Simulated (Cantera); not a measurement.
Charge: 1 mol CF₄, 0.18 mol H₂, equilibrated at 3248.15 K and 1.33 mbar.

Method: chemical equilibrium by Gibbs-energy minimisation in Cantera with the NASA 1993 tables (ideal gas, pure condensed phases). Equilibrium is a limit: real reactors are often held back by kinetics, nucleation or transport.

```json
[
 {"species": "CF₄", "before": "<1e-9", "after": "0.717"},
 {"species": "HF", "before": "0.0398", "after": "0.283"},
 {"species": "CF₂", "before": "0.000341", "after": "4.88e-9"},
 {"species": "F", "before": "0.779", "after": "<1e-9"},
 {"species": "C", "before": "0.0727", "after": "<1e-9"},
 {"species": "H", "before": "0.0367", "after": "<1e-9"},
 {"species": "CF", "before": "0.0313", "after": "<1e-9"},
 {"species": "C₃", "before": "0.0271", "after": "<1e-9"},
 {"species": "C₂", "before": "0.0133", "after": "<1e-9"},
 {"species": "C₂H", "before": "4.94e-5", "after": "<1e-9"},
 {"species": "C₅", "before": "4.64e-5", "after": "<1e-9"},
 {"species": "C₄", "before": "3.82e-5", "after": "<1e-9"},
 {"species": "H₂", "before": "1.76e-5", "after": "<1e-9"},
 {"species": "C(graphite), mol", "before": "0", "after": "0.0900"}
]
```
Gas species are given as mole fractions.

Question: Name the change that produced these shifts.
(A) temperature from 3248.15 K to 2698 K
(B) pressure from 1.33 mbar to 18.0 Pa
(C) temperature from 3248.15 K to 973 K
(D) H₂ from 0.18 to 1.8 mol

Answer: C, temperature from 3248.15 K to 973 K. Gases not in the tables: C₂F₆ and larger saturated fluorocarbons
